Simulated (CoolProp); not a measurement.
A single-stage vapour-compression cycle with the fluid: evaporating at 328.15 K (dew point), condensing at 369.15 K (bubble point), superheat 5 K, subcooling 5 K, compressor efficiency 0.7, no pressure losses. The same conditions are run with several fluids, on thermodynamics alone (safety and materials aside).

The numbers come from the reference Helmholtz-energy equation of state of each fluid (isobutane: Bücker 2006; R114: Platzer 1990; vinyl chloride: Thol 2022; propyne: Polt 1992; c-C4F8 (RC318): Platzer 1990; R152A: Outcalt 1996) in CoolProp. The equations of Platzer and Polt are older, rougher fits.

Q: Rank isobutane, R114, vinyl chloride, propyne, c-C4F8 (RC318), R152A by cooling COP, highest first.

A: vinyl chloride (4.70), propyne (4.40), R114 (4.35), isobutane (4.22), R152A (4.08), c-C4F8 (RC318) (3.50)

```csv
fluid,pressure ratio,discharge temperature (K),refrigerating effect (kJ/kg),volumetric capacity (kJ/m³)
isobutane,2.38,373.3,200,3870
R114,2.57,370.4,79.8,2860
vinyl chloride,2.42,398.1,237,5420
propyne,2.41,392.3,319,7180
c-C4F8 (RC318),2.56,369.2,47.8,3100
R152A,2.43,389.7,167,6820
```

The compression ends wet for: c-C4F8 (RC318).
